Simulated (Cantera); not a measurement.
Cantera run:

```python
import numpy as np
import cantera as ct

gas_names = """
    AL ALH ALN ALO ALOH ALO2 ALO2H AL2 AL2O AL2O2 H HALO HNO HNO2 HNO3 HO2 H2 H2O H2O2 N NH NH2 NH3
    NH2OH NO NO2 NO3 N2 N2H2 N2H4 N2O O OH O2 O3
""".split()
cond_names = """
    AL(cr) AL(L) ALN(s) AL2O3(a) AL2O3(L) H2O(s) H2O(L)
""".split()


def load(file, names, dense=False):
    # The tables refer to 1 bar. Condensed volumes are neglected.
    table = {s.name: s for s in ct.Species.list_from_file(file)}
    out = []
    for n in names:
        d = dict(table[n].input_data)
        d["thermo"] = dict(d["thermo"], **{"reference-pressure": 1e5})
        if dense:
            d["equation-of-state"] = {"model": "constant-volume", "density": "1e6 g/cm^3"}
        out.append(ct.Species.from_dict(d))
    return out


gas = ct.Solution(thermo="ideal-gas", species=load("nasa_gas.yaml", gas_names))
cond = {s.name: ct.Solution(thermo="fixed-stoichiometry", species=[s], name=s.name)
        for s in load("nasa_condensed.yaml", cond_names, dense=True)}
atoms = {
    'Al2O3': {'AL': 2, 'O': 3},
    'H2': {'H': 2},
    'N2': {'N': 2},
}
top_T = {'ALN(s)': 2750}  # K; cautious upper limits of use, not melting points


def equilibrate(T, P, feed):
    n = {}
    for name, mol in feed.items():
        for a, k in atoms[name].items():
            n[a] = n.get(a, 0.0) + k * mol
    gas.TPX = T, P, n
    mass = sum(n.values()) * gas.mean_molecular_weight
    gas.equilibrate("TP")
    valid = [c for c in cond.values() if c.min_temp <= T <= top_T.get(c.name, c.max_temp)]
    mix = ct.Mixture([(gas, mass / gas.mean_molecular_weight)] + [(c, 0.0) for c in valid])
    mix.T, mix.P = T, P
    mix.equilibrate("TP", solver="vcs", rtol=1e-11, max_steps=5000)
    return mix


results = []
feed = {'Al2O3': 1, 'H2': 280, 'N2': 0.46}  # mol
T = 1598.15  # K
P = 250  # Pa
mix = equilibrate(T, P, feed)
results.append((T, P, feed, dict(zip(mix.species_names, mix.species_moles))))
x = sorted(zip(gas.X, gas.species_names), reverse=True)
print(f"T = {T:g} K  P = {P:g} Pa  gas = {mix.phase_moles(0):.4g} mol")
print("   x: " + "  ".join(f"{s} {v:.3e}" for v, s in x if v > 1e-06))
print("   condensed (mol): " + ("  ".join(f"{mix.phase(i).name} {mix.phase_moles(i):.4g}"
      for i in range(1, mix.n_phases) if mix.phase_moles(i) > 1e-12) or "none"))
```

It prints:

```
T = 1598.15 K  P = 250 Pa  gas = 280.6 mol
   x: H2 9.973e-01  N2 1.639e-03  H 1.065e-03  H2O 8.843e-06  AL 5.204e-06
   condensed (mol): AL2O3(a) 0.9991
```

Equilibrium computed with Cantera from the NASA thermochemical tables; the gas is ideal and each condensed phase is pure.
